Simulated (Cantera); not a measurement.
B2H6 + O2 (boron, boron nitride and boron oxide)

A closed system holds: 1 mol B2H6, a varied amount of O2, at 0.100 bar.

Equilibrium computed with Cantera from the NASA thermochemical tables; the gas is ideal and each condensed phase is pure. Candidate condensed phases: B, B2O3, B3O3H3, H2O; 23 gas species. The feed counts by its element totals alone. Mutual solubility and eutectic melting of coexisting phases are not modelled. The numbers say what is thermodynamically allowed, not how fast it happens.

Stable condensed phases:

```
T in K \ n(O2) in mol
         0.12 0.31 0.51  0.7 0.89  1.1  1.3  1.5  1.7
   2150     A    A    A    A    A    B    B    B    B
   2050     A    A    A    A    A    B    B    B    B
   1950     A    A    A    A    A    B    B    B    B
   1850     A    A    A    A    A    B    C    C    C
   1750     A    A    D    D    D    D    D    C    C
   1650     A    D    D    D    D    D    D    C    C
   1550     D    D    D    D    D    D    D    C    C
   1450     D    D    D    D    D    D    D    C    C
   1350     D    D    D    D    D    D    D    C    C
   1250     D    D    D    D    D    D    D    C    C
   1150     D    D    D    D    D    D    D    C    C
   1050     D    D    D    D    D    D    D    C    C
    950     D    D    D    D    D    D    D    C    C
```

A: B; B: gas only; C: B2O3; D: B + B2O3.
